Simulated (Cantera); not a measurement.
Cantera run:

```python
import numpy as np
import cantera as ct

gas_names = """
    C CO CO2 C2 C2O C3 C3O2 C4 C5 Cu CuO Cu2 O O2 O3
""".split()
cond_names = """
    C(gr) Cu(cr) Cu(L) CuO(s) Cu2O(s) Cu2O(L)
""".split()


# ... load() reads the species with a 1 bar reference pressure and builds the phases ...
atoms = {
    'Cu2O': {'Cu': 2, 'O': 1},
    'CO': {'C': 1, 'O': 1},
}
top_T = {'C(gr)': 4500, 'CuO(s)': 1390}  # K; cautious upper limits of use, not melting points


# ... equilibrate(T, P, feed) seeds the gas with the atoms and calls Mixture.equilibrate('TP', solver="vcs", rtol=1e-11, max_steps=5000) ...
results = []
feed = {'Cu2O': 1, 'CO': 10}  # mol
T = 1223  # K
P = 19000  # Pa
mix = equilibrate(T, P, feed)
results.append((T, P, feed, dict(zip(mix.species_names, mix.species_moles))))
print(gas.report(threshold=0.0001))
for i in range(1, mix.n_phases):
    print(f"{mix.phase(i).name:16s} {mix.phase_moles(i):12.5e} mol")
```

It prints:

```
       temperature   1223 K
          pressure   19000 Pa
           density   0.055326 kg/m^3
  mean mol. weight   29.61 kg/kmol
   phase of matter   gas

                          1 kg             1 kmol
                     ---------------   ---------------
          enthalpy       -3.6465e+06       -1.0797e+08  J
   internal energy       -3.9899e+06       -1.1814e+08  J
           entropy            8839.7        2.6174e+05  J/K
    Gibbs function       -1.4457e+07       -4.2808e+08  J
 heat capacity c_p            1228.5             36377  J/K
 heat capacity c_v            947.74             28063  J/K

                      mass frac. Y      mole frac. X     chem. pot. / RT
                     ---------------   ---------------   ---------------
                CO           0.85137               0.9           -38.788
               CO2           0.14863               0.1           -71.891
     [  +13 minor]        2.5911e-07        1.2073e-07

C(gr)             0.00000e+00 mol
Cu(cr)            2.00000e+00 mol
CuO(s)            0.00000e+00 mol
Cu2O(s)           0.00000e+00 mol
```

Equilibrium computed with Cantera from the NASA thermochemical tables; the gas is ideal and each condensed phase is pure.
